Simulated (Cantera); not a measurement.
Adiabatic ignition

An adiabatic, constant-pressure homogeneous reactor starts with CO : H2 : CH4 : O2 : N2 : C2H6 = 1 : 0.39 : 0.21 : 0.796 : 2.99 : 0.0062 (molar parts), at 1600 K and 5.00 bar.

Detailed kinetics in Cantera: GRI-Mech 3.0 (53 species, 325 reactions).

```
t (s)     T (K)   x CO    x H2   x CH4    x HCO      x NO
--------  -----  -----  ------  ------  -------  --------
5.00e-6    1610  0.185  0.0712  0.0370  1.27e-6  2.96e-10
1.29e-5    2482  0.152  0.0293  <1e-12  1.77e-6   5.37e-5
3.35e-5    2919  0.139  0.0240  <1e-12  6.02e-7  0.000764
8.65e-5    2968  0.137  0.0233  <1e-12  5.31e-7   0.00257
0.000224   2960  0.138  0.0236  <1e-12  5.29e-7   0.00550
0.000579   2955  0.138  0.0238  <1e-12  5.28e-7   0.00736
0.00150    2955  0.138  0.0238  <1e-12  5.28e-7   0.00753
0.00387    2955  0.138  0.0238  <1e-12  5.28e-7   0.00753
0.0100     2955  0.138  0.0238  <1e-12  5.28e-7   0.00753
0.0259     2955  0.138  0.0238  <1e-12  5.28e-7   0.00753
0.0670     2955  0.138  0.0238  <1e-12  5.28e-7   0.00753
0.173      2955  0.138  0.0238  <1e-12  5.28e-7   0.00753
0.448      2955  0.138  0.0238  <1e-12  5.28e-7   0.00753
1.16       2955  0.138  0.0238  <1e-12  5.28e-7   0.00753
3.00       2955  0.138  0.0238  <1e-12  5.28e-7   0.00753
```
x: mole fraction; the columns are a selection and need not sum to one.

The time of steepest temperature rise is 10.5 µs. The temperature at 3.00 s is 2955 K and the equilibrium temperature comes out as 2955 K. The x(CO) at 3.00 s is 0.138 (gas-phase equilibrium 0.138) and the x(H2) at 3.00 s is 0.0238 (gas-phase equilibrium 0.0238). The x(CH4) at 3.00 s comes out as <1e-12 (gas-phase equilibrium <1e-12).
